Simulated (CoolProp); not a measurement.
Values from CoolProp's reference Helmholtz-energy equation of state, Lemmon 2006. It is a short technical equation, of lower accuracy than the large ones.

### Question
For toluene, give the phase and the conductivity (mW/(m K)) at 620 K and 0.0124 MPa.

### Answer
- 620 K and 0.0124 MPa: gas; conductivity 43.5

Thermal conductivity comes from a separate model (Assael 2012).
